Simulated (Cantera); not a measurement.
Feed: 1 mol PbO, 0.57 mol H2, held at 598.15 K and 2.10 bar.

These are equilibrium values from Cantera (NASA tables, ideal gas, pure condensed phases), not measurements of a reactor. Candidate condensed phases: H2O, Pb, PbO, PbO2, Pb3O4; 12 gas species. Equilibrium is a limit: real reactors are often held back by kinetics, nucleation or transport.

Base state: H2O 1.000, H2 1.81e-5 (mole fractions); condensed: Pb(s) + PbO(red).

Task: What changes in the equilibrium state with this change: PbO replaced by Pb?

Result: 
```
species         before  after
-------------  -------  -----
H2             1.81e-5   1.00
H2O              1.000      0
Pb(s), mol       0.570   1.00
PbO(red), mol    0.430      0
```

Task: What changes in the equilibrium state with this change: temperature from 598.15 K to 1348 K?

Result: 
```json
[
 {"species": "H2O", "before": "1.000", "after": "0.997"},
 {"species": "Pb", "before": "<1e-9", "after": "0.00227"},
 {"species": "H2", "before": "1.81e-5", "after": "0.000593"},
 {"species": "PbO", "before": "<1e-9", "after": "0.000479"},
 {"species": "Pb(s), mol", "before": "0.570", "after": "0"},
 {"species": "PbO(red), mol", "before": "0.430", "after": "0"},
 {"species": "Pb(l), mol", "before": "0", "after": "0.568"},
 {"species": "PbO(l), mol", "before": "0", "after": "0.430"}
]
```
Each liquid is taken as pure. Mutual solubility and eutectic melting of coexisting phases are not modelled. Gases not in the tables: (PbO)n polymers.
